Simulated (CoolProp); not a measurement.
Vapour-liquid equilibrium of R152A (1) + R227EA (2) at 0.457 MPa; x and y are mole fractions of (1).

Computed with CoolProp (multi-fluid Helmholtz-energy mixture model, Outcalt 1996 and Lemmon 2016; pair parameters Bell 2016).

```json
[
 {"x": "0.05", "bubble temperature (K)": "298.1", "y at the bubble point": "0.057", "dew temperature at overall composition x (K)": "298.1", "liquid density (mol/L)": "8.349"},
 {"x": "0.15", "bubble temperature (K)": "297.3", "y at the bubble point": "0.177", "dew temperature at overall composition x (K)": "297.5", "liquid density (mol/L)": "8.755"},
 {"x": "0.25", "bubble temperature (K)": "296.4", "y at the bubble point": "0.298", "dew temperature at overall composition x (K)": "296.8", "liquid density (mol/L)": "9.194"},
 {"x": "0.35", "bubble temperature (K)": "295.3", "y at the bubble point": "0.414", "dew temperature at overall composition x (K)": "295.9", "liquid density (mol/L)": "9.667"},
 {"x": "0.45", "bubble temperature (K)": "294.1", "y at the bubble point": "0.522", "dew temperature at overall composition x (K)": "294.9", "liquid density (mol/L)": "10.18"},
 {"x": "0.55", "bubble temperature (K)": "293.0", "y at the bubble point": "0.621", "dew temperature at overall composition x (K)": "293.8", "liquid density (mol/L)": "10.73"},
 {"x": "0.65", "bubble temperature (K)": "292.0", "y at the bubble point": "0.711", "dew temperature at overall composition x (K)": "292.7", "liquid density (mol/L)": "11.33"},
 {"x": "0.75", "bubble temperature (K)": "291.1", "y at the bubble point": "0.795", "dew temperature at overall composition x (K)": "291.6", "liquid density (mol/L)": "11.99"},
 {"x": "0.85", "bubble temperature (K)": "290.3", "y at the bubble point": "0.876", "dew temperature at overall composition x (K)": "290.6", "liquid density (mol/L)": "12.71"},
 {"x": "0.95", "bubble temperature (K)": "289.7", "y at the bubble point": "0.958", "dew temperature at overall composition x (K)": "289.8", "liquid density (mol/L)": "13.51"}
]
```

No azeotrope shows between x = 0.05 and 0.95.

Pair parameters are fitted to limited data, so mixtures are less certain than the pure fluids. The gap from Raoult's law changes sign with composition, which may be real or a fault of the pair parameters; it wasn't checked against measurements.
